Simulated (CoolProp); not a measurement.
Vapour-liquid equilibrium of ethanol (1) + n-nonane (2) at 405.9 K; x and y are mole fractions of (1).

Computed with CoolProp (multi-fluid Helmholtz-energy mixture model, Schroeder 2014 and Lemmon 2006; pair parameters Bell 2016).

```json
[
 {"x": "0.05", "bubble pressure (kPa)": "164.1", "y at the bubble point": "0.626", "dew pressure at overall composition x (kPa)": "64.58", "liquid density (mol/L)": "5.039"},
 {"x": "0.15", "bubble pressure (kPa)": "310.4", "y at the bubble point": "0.807", "dew pressure at overall composition x (kPa)": "72.29", "liquid density (mol/L)": "5.404"},
 {"x": "0.25", "bubble pressure (kPa)": "399.4", "y at the bubble point": "0.854", "dew pressure at overall composition x (kPa)": "82.02", "liquid density (mol/L)": "5.828"},
 {"x": "0.35", "bubble pressure (kPa)": "452.6", "y at the bubble point": "0.876", "dew pressure at overall composition x (kPa)": "94.69", "liquid density (mol/L)": "6.328"},
 {"x": "0.45", "bubble pressure (kPa)": "485.3", "y at the bubble point": "0.888", "dew pressure at overall composition x (kPa)": "111.9", "liquid density (mol/L)": "6.929"},
 {"x": "0.55", "bubble pressure (kPa)": "508.3", "y at the bubble point": "0.898", "dew pressure at overall composition x (kPa)": "136.6", "liquid density (mol/L)": "7.664"},
 {"x": "0.65", "bubble pressure (kPa)": "528.4", "y at the bubble point": "0.908", "dew pressure at overall composition x (kPa)": "175.1", "liquid density (mol/L)": "8.581"},
 {"x": "0.75", "bubble pressure (kPa)": "550.1", "y at the bubble point": "0.921", "dew pressure at overall composition x (kPa)": "243.1", "liquid density (mol/L)": "9.751"},
 {"x": "0.85", "bubble pressure (kPa)": "575.5", "y at the bubble point": "0.941", "dew pressure at overall composition x (kPa)": "389.5", "liquid density (mol/L)": "11.28"},
 {"x": "0.95", "bubble pressure (kPa)": "604.7", "y at the bubble point": "0.975", "dew pressure at overall composition x (kPa)": "584.8", "liquid density (mol/L)": "13.34"}
]
```

No azeotrope shows between x = 0.05 and 0.95.

The pair parameters rest on a limited set of measurements; away from them the model extrapolates. With so large a gap from Raoult's law the liquid may split in two, which this calculation doesn't test in full.
